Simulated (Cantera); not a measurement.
What does this Cantera script print?

```python
import numpy as np
import cantera as ct

gas = ct.Solution("gri30.yaml")
gas.TPX = 1473, 14000, {'CH4': 1, 'CO2': 0.57}
reactor = ct.IdealGasConstPressureReactor(gas, energy="off", clone=False)
net = ct.ReactorNet([reactor])
net.rtol, net.atol = 1e-08, 1e-18
show = ['CH4', 'CO2', 'CH2', 'CH2CO', 'HCO', 'CO']
times = np.geomspace(1e-06, 300, 12)

steps = ct.SolutionArray(gas, extra=["t"])
rows = []
print(f"{'t/s':>10s}{'T/K':>9s}{'P/Pa':>11s}" + "".join(f"{s:>11s}" for s in show))
for t in times:
    while net.time < t:
        t_next = net.step()
        steps.append(gas.state, t=t_next)
    rows.append([np.interp(t, steps.t, y) for y in (steps.T, steps.P, *steps(*show).X.T)])
    print(f"{t:10.3e}{rows[-1][0]:9.1f}{rows[-1][1]:11.4g}" + "".join(f"{x:11.3e}" for x in rows[-1][2:]))
rate = np.gradient(steps.T, steps.t)
print("integrator steps:", len(steps.t))
if steps.T.max() > steps.T[0] + 200:
    print(f"time of steepest temperature rise: {steps.t[rate.argmax()]:.4e} s")
gas.TPX = 1473, 14000, {'CH4': 1, 'CO2': 0.57}
gas.equilibrate("TP")
print(f"equilibrium (TP): T = {gas.T:.1f} K  " + "  ".join(f"{s} {gas[s].X[0]:.3e}" for s in show))
```

Result:

```
       t/s      T/K       P/Pa        CH4        CO2        CH2      CH2CO        HCO         CO
 1.000e-06   1473.0    1.4e+04  6.369e-01  3.631e-01  1.128e-16  5.774e-24  7.601e-20  1.143e-10
 5.897e-06   1473.0    1.4e+04  6.369e-01  3.631e-01  8.881e-15  3.145e-21  1.541e-18  1.196e-09
 3.478e-05   1473.0    1.4e+04  6.369e-01  3.631e-01  3.844e-13  7.998e-19  1.322e-17  7.743e-09
 2.051e-04   1473.0    1.4e+04  6.369e-01  3.631e-01  1.400e-11  1.713e-16  9.648e-16  4.654e-08
 1.209e-03   1473.0    1.4e+04  6.368e-01  3.630e-01  4.105e-10  3.596e-14  7.356e-13  3.093e-07
 7.132e-03   1473.0    1.4e+04  6.361e-01  3.630e-01  2.745e-09  7.264e-12  9.492e-11  4.080e-06
 4.206e-02   1473.0    1.4e+04  6.283e-01  3.619e-01  9.183e-09  1.736e-09  1.064e-09  1.074e-04
 2.480e-01   1473.0    1.4e+04  5.626e-01  3.458e-01  8.684e-09  3.730e-07  1.077e-09  2.999e-03
 1.463e+00   1473.0    1.4e+04  3.644e-01  2.590e-01  5.755e-09  7.520e-06  5.798e-10  4.541e-02
 8.626e+00   1473.0    1.4e+04  9.660e-02  5.803e-02  6.731e-09  3.136e-05  8.043e-10  1.973e-01
 5.087e+01   1473.0    1.4e+04  3.125e-02  2.242e-02  2.597e-09  1.045e-05  1.588e-09  2.823e-01
 3.000e+02   1473.0    1.4e+04  1.813e-02  3.177e-03  7.255e-10  8.868e-07  2.238e-09  3.576e-01
integrator steps: 1938
equilibrium (TP): T = 1473.0 K  CH4 1.604e-02  CO2 1.238e-07  CH2 5.430e-10  CH2CO 1.616e-07  HCO 2.355e-09  CO 3.695e-01
```

Detailed kinetics in Cantera: GRI-Mech 3.0 (53 species, 325 reactions). GRI-Mech 3.0 stops at C3 and has no aromatics, soot or wall deposition, so with more carbon than oxygen in the feed, carbon stays in small species such as C2H2 where larger ones or solid carbon would form.
